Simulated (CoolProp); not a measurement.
Vapour-liquid equilibrium of R22 (1) + R114 (2) at 321.3 K; x and y are mole fractions of (1).

Model: multi-fluid Helmholtz-energy mixture model, Kamei 1995 and Platzer 1990; pair parameters Bell 2016, in CoolProp. This equation is an older, rougher fit; its heat capacities, sound speeds and derivatives of the liquid may be far off and weren't checked against measurements.

Problem. Give the bubble pressure and the first vapour's composition at x = 0.15, 0.45, 0.55. Is there an azeotrope?

Solution. x = 0.15: 714.1 kPa, y = 0.442; x = 0.45: 1135 kPa, y = 0.721; x = 0.55: 1261 kPa, y = 0.779. No azeotrope shows between x = 0.05 and 0.95.

The pair parameters rest on a limited set of measurements; away from them the model extrapolates.
